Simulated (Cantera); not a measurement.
Input (Python, Cantera):

```python
import numpy as np
import cantera as ct

gas = ct.Solution("gri30.yaml")


def delay(T, t_max=10):
    gas.TPX = T, 3700000, {'CH4': 1, 'O2': 2.3, 'N2': 8.64}
    reactor = ct.IdealGasReactor(gas, clone=False)
    net = ct.ReactorNet([reactor])
    net.rtol, net.atol = 1e-8, 1e-16
    while net.time < t_max:
        t_old, T_old = net.time, reactor.T
        net.step()
        if reactor.T > T + 400:  # ignition: a rise of 400 K
            return t_old + (T + 400 - T_old) / (reactor.T - T_old) * (net.time - t_old)
    return np.nan


taus = []
for T in [1323, 1373, 1423, 1473, 1523, 1573, 1623, 1673, 1723, 1773]:
    taus.append(delay(T))
    print(f"T0 = {T:6g} K   tau = {taus[-1]:.4e} s")
```

Output:

```
T0 =   1323 K   tau = 2.5583e-04 s
T0 =   1373 K   tau = 1.5545e-04 s
T0 =   1423 K   tau = 9.7005e-05 s
T0 =   1473 K   tau = 6.1928e-05 s
T0 =   1523 K   tau = 4.0331e-05 s
T0 =   1573 K   tau = 2.6738e-05 s
T0 =   1623 K   tau = 1.8021e-05 s
T0 =   1673 K   tau = 1.2336e-05 s
T0 =   1723 K   tau = 8.5742e-06 s
T0 =   1773 K   tau = 6.0510e-06 s
```

Detailed kinetics in Cantera: GRI-Mech 3.0 (53 species, 325 reactions). The pressure lies above the range GRI-Mech 3.0 was tuned for (to about 10 atm).
